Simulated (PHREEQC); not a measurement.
Consider water at 25 °C with 110 mmol/kgw NaOH. Closed to the air; pH follows from the charge balance.

Model: Pitzer model, pitzer.dat, run in PHREEQC.

```csv
quantity,before,after
pH,12.92,8.04
ionic strength (mol/kgw),0.110,0.112
```

Task: Which change was made?
A. diluted 10-fold with water
B. NaOH from 0.11 to 0.165 mol/kgw
C. NaOH from 0.11 to 0.22 mol/kgw
D. NaOH replaced by NaHCO3 at the same molality
E. 0.0054 mol/kgw Ca(OH)2 added

Result: D, NaOH replaced by NaHCO3 at the same molality

This is a speciation only: nothing precipitates in the calculation.
